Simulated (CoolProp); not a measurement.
R245fa along the isobar 0.101 MPa: fugacity coefficient from the reference equation and from simpler models built on Tc = 427.0 K, pc = 3.651 MPa, ω = 0.378; each cubic takes its own stable root.

Computed with CoolProp (reference Helmholtz-energy equation of state, Akasaka 2015).

| T (K) | phase | reference |
|---|---|---|
| 200.9 | liquid | 0.004381 |
| 208.3 | liquid | 0.008632 |
| 215.8 | liquid | 0.01621 |
| 223.2 | liquid | 0.02872 |
| 230.6 | liquid | 0.04866 |
| 238 | liquid | 0.07918 |
| 245.5 | liquid | 0.1250 |
| 252.9 | liquid | 0.1898 |
| 260.3 | liquid | 0.2796 |
| 267.7 | liquid | 0.4010 |
| 275.2 | liquid | 0.5635 |
| 282.6 | liquid | 0.7704 |
| 290 | gas | 0.9607 |
| 297.4 | gas | 0.9644 |
| 304.9 | gas | 0.9676 |

**Question.** How far does each simpler model (van der Waals, Redlich-Kwong, Peng-Robinson) lie from the reference over these 15 states: mean and median of the absolute difference, and the worst?

**Answer.** 
- van der Waals: mean 2505.1 %, median 412.4 %, worst +14504.0 % at 200.9 K and 0.101 MPa
- Redlich-Kwong: mean 249.4 %, median 231.7 %, worst +671.5 % at 200.9 K and 0.101 MPa
- Peng-Robinson: mean 4.7 %, median 3.4 %, worst +14.0 % at 200.9 K and 0.101 MPa

At some of these states van der Waals, Redlich-Kwong gives the other phase, because its saturation line lies elsewhere.
